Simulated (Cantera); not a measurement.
An adiabatic, constant-volume homogeneous reactor starts with 14.7 % CH₄, 13.1 % CO, 16.4 % O₂, 55.8 % N₂, at 1600 K and 8.80 bar.

Computed with Cantera and GRI-Mech 3.0 (53 species, 325 reactions).

Question: Predict: time of steepest temperature rise; temperature at 3.00 s; equilibrium temperature; x(CO) at 3.00 s; x(O₂) at 3.00 s; x(H₂) at 3.00 s; x(N₂O) at 3.00 s.

Answer: 
```
Quantity                                                             Value
---------------------------------  ---------------------------------------
time of steepest temperature rise                                 0.122 ms
temperature at 3.00 s                                               2956 K
equilibrium temperature                                             2956 K
x(CO) at 3.00 s                        0.216 (gas-phase equilibrium 0.216)
x(O₂) at 3.00 s                    7.78e-5 (gas-phase equilibrium 7.78e-5)
x(H₂) at 3.00 s                        0.127 (gas-phase equilibrium 0.127)
x(N₂O) at 3.00 s                   1.32e-7 (gas-phase equilibrium 1.32e-7)
```
